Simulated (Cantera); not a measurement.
A perfectly stirred reactor is fed with C₂H₄ : H₂ = 1 : 3.7 (molar parts), at 1.01 bar; it is held at 1598 K, and followed from long to short residence time.

Detailed kinetics in Cantera: GRI-Mech 3.0 (53 species, 325 reactions). GRI-Mech 3.0 was tuned for natural gas; its chemistry of ethylene as a main component is partial and can be far from experiment. GRI-Mech 3.0 stops at C3 and has no aromatics, soot or wall deposition, so with more carbon than oxygen in the feed, carbon stays in small species such as C2H2 where larger ones or solid carbon would form.

### Question
Predict: x(C₂H₄) at τ = 6.60 s; x(H₂) at τ = 6.60 s; x(CH₄) at τ = 6.60 s; x(CH₃) at τ = 6.60 s; x(C₂H₂) at τ = 6.60 s; x(C₂H₄) at τ = 0.120 s; x(H₂) at τ = 0.120 s; x(CH₄) at τ = 0.120 s; x(CH₃) at τ = 0.120 s; x(C₂H₂) at τ = 0.120 s.

### Answer
- x(C₂H₄) at τ = 6.60 s: 0.0123
- x(H₂) at τ = 6.60 s: 0.770
- x(CH₄) at τ = 6.60 s: 0.0780
- x(CH₃) at τ = 6.60 s: 9.67e-5
- x(C₂H₂) at τ = 6.60 s: 0.140
- x(C₂H₄) at τ = 0.120 s: 0.0164
- x(H₂) at τ = 0.120 s: 0.798
- x(CH₄) at τ = 0.120 s: 0.0348
- x(CH₃) at τ = 0.120 s: 5.17e-5
- x(C₂H₂) at τ = 0.120 s: 0.151
